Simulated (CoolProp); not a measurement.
Properties of C2F6 (R116) at several states (Tc = 293.0 K, pc = 3.048 MPa, ω = 0.257).

Model: reference Helmholtz-energy equation of state, Lemmon 2006, in CoolProp. It is a short technical equation, of lower accuracy than the large ones.

```csv
T (K),p (MPa),phase,density (kg/m³),expansivity (1/kK),viscosity (µPa s),conductivity (mW/(m K)),fugacity coefficient
398.4,0.184,gas,7.717,2.578,(withheld),(withheld),0.9935
393.7,0.265,gas,11.28,2.643,(withheld),22.3,0.9901
364.3,0.0401,gas,1.831,2.766,17.0,(withheld),0.9980
319.7,0.44,gas,23.71,3.558,(withheld),(withheld),0.9646
```

Q: What belongs in the gaps?

A: 
- 398.4, viscosity (µPa s): 18.6
- 398.4, conductivity (mW/(m K)): 22.7
- 393.7, viscosity (µPa s): 18.4
- 364.3, conductivity (mW/(m K)): 19.9
- 319.7, viscosity (µPa s): 15.2
- 319.7, conductivity (mW/(m K)): 16.6

Viscosity comes from a separate model (Huber 2003), an estimate that may be off by 10 % or more. Thermal conductivity comes from a separate model (Huber 2003), an estimate that may be off by 10 % or more.
